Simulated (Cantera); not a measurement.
A perfectly stirred reactor is fed with 7.75 % CH3OH, 19.4 % O2, 72.9 % N2, at 4.93 atm; it is adiabatic with a 548 K inlet, and is followed from long to short residence time, starting on the burning branch (τ in s: 0.21, 0.076, 0.028, 0.01, 0.0039, 0.0014, 0.00053, 0.00019, 7.2e-05).

Cantera simulation using GRI-Mech 3.0 (53 species, 325 reactions); the numbers are that mechanism's predictions, not measurements. GRI-Mech 3.0 was tuned for natural gas; its chemistry of methanol as a main component is partial and can be far from experiment.

One state of this run: T (K) = 1905; x CH3OH = 3.17e-6; x O2 = 0.0745; x OH = 0.00108; x O = 7.25e-5; x CO2 = 0.0743; x NO = 3.14e-5; x CO = 0.000314. x: mole fraction; the columns are a selection and need not sum to one.

Which value of τ (s) does it belong to?
A. 0.0039
B. 0.028
C. 0.00053
D. 7.2e-5

B, 0.028
